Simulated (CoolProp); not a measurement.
Vapour-liquid equilibrium of CH2F2 (R32) (1) + R125 (2) at 754 kPa; x and y are mole fractions of (1).

Values from CoolProp's multi-fluid Helmholtz-energy mixture model, Tillner-Roth 1997 and Lemmon 2005; pair parameters Lemmon 2004.

**Question.** Give the bubble temperature and the first vapour's composition at x = 0.2, 0.5, 0.8. Is there an azeotrope?

**Answer.** x = 0.2: 1.6 °C, y = 0.242; x = 0.5: -0.9 °C, y = 0.544; x = 0.8: -2.2 °C, y = 0.811. y crosses x between x = 0.8 and 0.95: the model has an azeotrope there.

Pair parameters are fitted to limited data, so mixtures are less certain than the pure fluids.
